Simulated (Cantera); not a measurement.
A Cantera script and what it prints.

```python
import numpy as np
import cantera as ct

gas_names = """
    C2H6 H CS2
""".split()
cond_names = """
    Na2S(1) Na2S(2) Na2S(L) Na(cr) Na(L)
""".split()


# ... load() reads the species with a 1 bar reference pressure and builds the phases ...
species = {s.name: s for s in load("nasa_gas.yaml", gas_names) + load("nasa_condensed.yaml", cond_names)}
# Each term lists the table entries of one substance; the one whose range holds T is used.
reactions = {
    'C2H6(g) + 4 Na2S = 8 Na + 6 H(g) + 2 CS2(g)':
        [(-1, ['C2H6']), (-4, ['Na2S(1)', 'Na2S(2)', 'Na2S(L)']), (8, ['Na(cr)', 'Na(L)']), (6, ['H']), (2, ['CS2'])],
}


def pick(names, T):
    return next(species[n] for n in names if species[n].thermo.min_temp <= T <= species[n].thermo.max_temp)


results = []
for label, terms in reactions.items():
    print(label)
    print("     T/K   dH/kJ  dS/(J/K)   dG/kJ   log10 K")
    for T in [300, 898, 948, 998, 1048, 1098, 1148, 1198, 1248, 1298, 1348]:
        used = [(nu, pick(names, T)) for nu, names in terms]
        dH = sum(nu * s.thermo.h(T) for nu, s in used) / 1e6
        dS = sum(nu * s.thermo.s(T) for nu, s in used) / 1e3
        dG = dH - T * dS / 1e3
        logK = -dG * 1e6 / (ct.gas_constant * T * np.log(10))
        results.append((label, T, dH, dS, dG, logK, [s.name for _, s in used]))
        print(f"{T:8g} {dH:8.1f} {dS:8.1f} {dG:8.1f} {logK:8.2f}")
```

It prints:

```
C2H6(g) + 4 Na2S = 8 Na + 6 H(g) + 2 CS2(g)
     T/K   dH/kJ  dS/(J/K)   dG/kJ   log10 K
     300   3090.2    960.8   2802.0  -487.86
     898   3132.1   1064.2   2176.4  -126.60
     948   3131.5   1063.6   2123.2  -116.99
     998   3130.6   1062.7   2070.1  -108.35
    1048   3129.4   1061.4   2017.0  -100.53
    1098   3126.3   1058.6   1964.0   -93.43
    1148   3119.8   1052.8   1911.2   -86.96
    1198   3108.4   1043.1   1858.8   -81.04
    1248   3090.9   1028.8   1806.9   -75.63
    1298   3068.2   1011.0   1755.9   -70.66
    1348   3054.1   1000.3   1705.6   -66.09
```

Cantera with NASA thermochemical tables; ideal gases at 1 bar, condensed phases pure. Condensed species are held in their standard states even where they would react or evaporate.
